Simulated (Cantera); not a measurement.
A closed system holds: 1 mol Si3N4, 2.3 mol H2O, 1.1 mol H2, at 2.10 Pa.

Cantera equilibrium calculation (NASA polynomials, part measured and part estimated; ideal gas, pure solids and liquids). Candidate condensed phases: H2O, Si, SiO2, Si2N2O, Si3N4; 35 gas species. The tables' values for SiN are old estimates; treat these amounts as uncertain. The numbers say what is thermodynamically allowed, not how fast it happens. All values below are at 1850 K.

Base state: H2 0.356, SiO 0.264, N2 0.230, Si 0.0798, H 0.0701, SiH 0.000216, Si2 0.000145, SiN 6.72e-5 (mole fractions); condensed: gas only.

Question: What changes in the equilibrium state with this change: 0.64 mol Cl2 added?

Answer: 
```json
[
 {"species": "H2", "before": "0.356", "after": "0.291"},
 {"species": "SiO", "before": "0.264", "after": "0.249"},
 {"species": "N2", "before": "0.230", "after": "0.216"},
 {"species": "HCl", "before": "0", "after": "0.0903"},
 {"species": "Si", "before": "0.0798", "after": "0.0573"},
 {"species": "SiCl2", "before": "0", "after": "0.0151"},
 {"species": "Cl", "before": "0", "after": "0.0150"},
 {"species": "H", "before": "0.0701", "after": "0.0634"},
 {"species": "SiCl", "before": "0", "after": "0.00285"},
 {"species": "Si2N", "before": "2.66e-5", "after": "1.33e-5"}
]
```
The tables' values for SiCl, SiN are old estimates; treat these amounts as uncertain. Further candidate phases: NH4Cl.
